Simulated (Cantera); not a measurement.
Input: 1 mol Si2H6, 1.2 mol N2O, 0.55 mol H2, 0.73 mol O2, at 40.0 Pa.

These are equilibrium values from Cantera (NASA tables, ideal gas, pure condensed phases), not measurements of a reactor. Candidate condensed phases: H2O, Si, SiO2, Si2N2O, Si3N4; 35 gas species. The feed counts by its element totals alone. Mutual solubility and eutectic melting of coexisting phases are not modelled. The tables hold silica as quartz up to 1696 K and as liquid above; real silica turns to tridymite and cristobalite and melts near 1996 K. Kinetics and transport are ignored.

Task: Which condensed phases are stable at each of these points (T (°C)): 375, 425, 475, 525, 575, 625, 675, 725, 775, 825, 875, 925, 975?

Result: 
```
T (°C)            condensed phases  Si condensed (%)
------  --------------------------  ----------------
375     SiO2(α-quartz) + Si2N2O(s)             100.0
425     SiO2(α-quartz) + Si2N2O(s)             100.0
475     SiO2(α-quartz) + Si2N2O(s)             100.0
525     SiO2(α-quartz) + Si2N2O(s)             100.0
575     SiO2(β-quartz) + Si2N2O(s)             100.0
625     SiO2(β-quartz) + Si2N2O(s)             100.0
675     SiO2(β-quartz) + Si2N2O(s)             100.0
725     SiO2(β-quartz) + Si2N2O(s)             100.0
775     SiO2(β-quartz) + Si2N2O(s)             100.0
825     SiO2(β-quartz) + Si2N2O(s)             100.0
875     SiO2(β-quartz) + Si2N2O(s)             100.0
925     SiO2(β-quartz) + Si2N2O(s)             100.0
975     SiO2(β-quartz) + Si2N2O(s)             100.0
```

From 375 °C to 525 °C the condensed part is SiO2(α-quartz) + Si2N2O(s). From 575 °C to 975 °C the condensed part is SiO2(β-quartz) + Si2N2O(s).
